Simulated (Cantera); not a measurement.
## Equilibrium for fluorocarbon and chlorocarbon gases: CCl4 + H2

Feed: 1 mol CCl4, 1.8 mol H2, equilibrated at 0.285 Torr.

These are equilibrium values from Cantera (NASA tables, ideal gas, pure condensed phases), not measurements of a reactor. Candidate condensed phases: C, C6H6, C7H8, C8H18; 91 gas species. The numbers say what is thermodynamically allowed, not how fast it happens.

| T (K) | x HCl | x Cl | x H | x H2 | x C2H2 (acetylene) | n C(graphite) |
|---|---|---|---|---|---|---|
| 1675 | 0.895 | 0.103 | 0.000241 | 0.00163 | 9.47e-8 | 1.000 |
| 1775 | 0.876 | 0.115 | 0.00129 | 0.00751 | 1.07e-6 | 1.000 |
| 1875 | 0.829 | 0.145 | 0.00490 | 0.0213 | 6.74e-6 | 1.000 |
| 1975 | 0.751 | 0.193 | 0.0144 | 0.0419 | 2.72e-5 | 1.000 |
| 2075 | 0.645 | 0.255 | 0.0348 | 0.0650 | 8.07e-5 | 0.999 |
| 2175 | 0.517 | 0.326 | 0.0727 | 0.0842 | 0.000188 | 0.998 |
| 2275 | 0.381 | 0.395 | 0.132 | 0.0921 | 0.000351 | 0.996 |
x: gas mole fraction; n: condensed amount in mol.

From 1675 K to 2275 K the condensed part is C(graphite). The main C-bearing gas is C2H2 (acetylene) throughout.
